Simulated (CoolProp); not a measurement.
Methanol along the isotherm 620 K: Z from the reference equation and from simpler models built on Tc = 513.4 K, pc = 8.216 MPa, ω = 0.565; each cubic takes its own stable root.

The numbers come from the reference Helmholtz-energy equation of state, de Reuck 1993 in CoolProp.

```
p (MPa)          phase  reference
-------  -------------  ---------
0.822              gas     0.9833
1.64               gas     0.9662
2.46               gas     0.9486
3.29               gas     0.9305
4.11               gas     0.9125
4.93               gas     0.8945
5.75               gas     0.8767
6.57               gas     0.8592
7.39               gas     0.8419
8.22     supercritical     0.8246
9.04     supercritical     0.8075
9.86     supercritical     0.7904
10.7     supercritical     0.7728
11.5     supercritical     0.7563
12.3     supercritical     0.7405
```

Question: How far does each simpler model (Soave-Redlich-Kwong, Peng-Robinson) lie from the reference over these 15 states: mean and median of the absolute difference, and the worst?

Answer: 
- Soave-Redlich-Kwong: mean 2.7 %, median 2.5 %, worst +6.2 % at 620 K and 12.3 MPa
- Peng-Robinson: mean 0.4 %, median 0.2 %, worst +1.7 % at 620 K and 12.3 MPa
